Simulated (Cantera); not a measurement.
An adiabatic, constant-volume homogeneous reactor starts with C2H4 : O2 : N2 : H2O = 1 : 5.56 : 20.9 : 0.98 (molar parts), at 1698 K and 9.87 atm.

Detailed kinetics in Cantera: GRI-Mech 3.0 (53 species, 325 reactions). GRI-Mech 3.0 was tuned for natural gas; its chemistry of ethylene as a main component is partial and can be far from experiment.

Predict: time of steepest temperature rise; temperature at 0.100 s; equilibrium temperature; x(O2) at 0.100 s; x(H2O) at 0.100 s; x(CO2) at 0.100 s.


```
Quantity                                                           Value
---------------------------------  -------------------------------------
time of steepest temperature rise                                2.42 µs
temperature at 0.100 s                                            2873 K
equilibrium temperature                                           2873 K
x(O2) at 0.100 s                   0.0776 (gas-phase equilibrium 0.0776)
x(H2O) at 0.100 s                  0.0931 (gas-phase equilibrium 0.0931)
x(CO2) at 0.100 s                  0.0589 (gas-phase equilibrium 0.0589)
```
